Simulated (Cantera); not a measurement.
Thermodynamics of carbothermic reduction, feed CuO + CH4 + N2

Feed: 1 mol CuO, 0.49 mol CH4, 2.8 mol N2, held at 1.00 bar.

Cantera equilibrium calculation (NASA polynomials, part measured and part estimated; ideal gas, pure solids and liquids). Candidate condensed phases: C, C6H6, C7H8, C8H18, Cu, CuO, Cu(OH)2, Cu2O, H2O; 139 gas species. The numbers say what is thermodynamically allowed, not how fast it happens.

| T (K) | x N2 | x Cu | x H2 | x H2O | x CO | x CO2 | n Cu(s) | n Cu(l) |
|---|---|---|---|---|---|---|---|---|
| 1050 | 0.656 | 1.05e-10 | 0.153 | 0.0768 | 0.0720 | 0.0427 | 1.00 | 0 |
| 1200 | 0.656 | 1.23e-8 | 0.144 | 0.0850 | 0.0803 | 0.0344 | 1.00 | 0 |
| 1350 | 0.656 | 4.89e-7 | 0.139 | 0.0908 | 0.0861 | 0.0287 | 1.000 | 0 |
| 1500 | 0.656 | 8.22e-6 | 0.135 | 0.0949 | 0.0902 | 0.0246 | 0 | 1.000 |
| 1650 | 0.656 | 8.12e-5 | 0.132 | 0.0979 | 0.0932 | 0.0216 | 0 | 1.000 |
| 1800 | 0.655 | 0.000541 | 0.129 | 0.100 | 0.0954 | 0.0193 | 0 | 0.998 |
| 1950 | 0.654 | 0.00267 | 0.127 | 0.101 | 0.0968 | 0.0176 | 0 | 0.988 |
| 2100 | 0.648 | 0.0104 | 0.124 | 0.102 | 0.0974 | 0.0161 | 0 | 0.954 |
| 2250 | 0.632 | 0.0337 | 0.120 | 0.100 | 0.0960 | 0.0147 | 0 | 0.848 |
| 2400 | 0.592 | 0.0935 | 0.110 | 0.0937 | 0.0905 | 0.0130 | 0 | 0.546 |
| 2550 | 0.529 | 0.184 | 0.0966 | 0.0830 | 0.0816 | 0.0111 | 0 | 0 |
x: gas mole fraction; n: condensed amount in mol.

From 1050 K to 1350 K the condensed part is Cu(s). From 1500 K to 2400 K the condensed part is Cu(l). At 2550 K nothing is condensed.
